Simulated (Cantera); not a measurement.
# Premixed flame

A freely propagating, adiabatic, planar premixed flame of CO : H2 : CH4 : O2 : N2 = 1 : 0.077 : 1.3 : 3.27 : 12.3 (molar parts), unburnt at 448 K and 610000 Pa; mixture-averaged transport, grid criteria slope 0.08 and curve 0.16, no radiation.

Computed with Cantera and GRI-Mech 3.0 (53 species, 325 reactions). Burning velocities carry a grid error of a few per cent, more on coarse grids.

```tsv
z (mm)	T (K)	u (m/s)	x CO	x H2	x CH4	x H	x HO2	x NO2
-0.283	448	0.452	0.0557	0.00460	0.0724	<1e-8	6.34e-8	<1e-8
-0.188	451	0.455	0.0557	0.00512	0.0722	<1e-8	7.13e-7	<1e-8
-0.141	463	0.467	0.0557	0.00580	0.0715	<1e-8	3.68e-6	4.30e-8
-0.0942	533	0.540	0.0558	0.00710	0.0679	<1e-8	2.70e-5	3.14e-7
-0.0471	943	0.962	0.0582	0.00917	0.0478	6.35e-6	0.000213	1.10e-6
-0.0235	1373	1.40	0.0614	0.0102	0.0260	0.000142	0.000269	3.92e-7
0	1800	1.83	0.0604	0.00968	0.00519	0.00124	0.000140	4.73e-8
0.0235	1995	2.01	0.0457	0.00696	0.000198	0.00246	3.47e-5	2.79e-8
0.0471	2083	2.09	0.0333	0.00585	3.70e-6	0.00240	1.96e-5	3.28e-8
0.0942	2179	2.17	0.0230	0.00488	<1e-8	0.00164	1.09e-5	4.00e-8
0.188	2263	2.24	0.0163	0.00352	<1e-8	0.000837	5.59e-6	4.97e-8
0.377	2319	2.29	0.0115	0.00241	<1e-8	0.000418	3.22e-6	5.80e-8
0.753	2348	2.31	0.00869	0.00183	<1e-8	0.000258	2.36e-6	6.99e-8
```
x: mole fraction of selected species; z is measured from the peak of heat release.

```
Quantity                      Value
------------------------  ---------
laminar burning velocity  45.2 cm/s
thermal thickness         0.0942 mm
peak x(H)                   0.00253
peak x(HO2)                0.000269
grid points                     144
```
